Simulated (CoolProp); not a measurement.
Tetrahydrofuran along the isobar 1.41 MPa: density (kg/m³) from the reference equation and from simpler models built on Tc = 540.2 K, pc = 5.304 MPa, ω = 0.234; each cubic takes its own stable root.

Model: reference Helmholtz-energy equation of state, Fiedler 2023, in CoolProp.

```json
[
 {"T (K)": "199.9", "phase": "liquid", "reference": "987.3"},
 {"T (K)": "236.7", "phase": "liquid", "reference": "948.8"},
 {"T (K)": "273.5", "phase": "liquid", "reference": "909.8"},
 {"T (K)": "310.4", "phase": "liquid", "reference": "869.7"},
 {"T (K)": "347.2", "phase": "liquid", "reference": "827.9"},
 {"T (K)": "384", "phase": "liquid", "reference": "783.1"},
 {"T (K)": "420.8", "phase": "liquid", "reference": "733.5"},
 {"T (K)": "457.6", "phase": "gas", "reference": "32.70"}
]
```

Task: How far does each simpler model (van der Waals, Soave-Redlich-Kwong) lie from the reference over these 8 states: mean and median of the absolute difference, and the worst?

Result: 
- van der Waals: mean 41.6 %, median 38.5 %, worst -95.2 % at 420.8 K and 1.41 MPa
- Soave-Redlich-Kwong: mean 6.9 %, median 7.4 %, worst -9.3 % at 199.9 K and 1.41 MPa

At some of these states van der Waals gives the other phase, because its saturation line lies elsewhere.
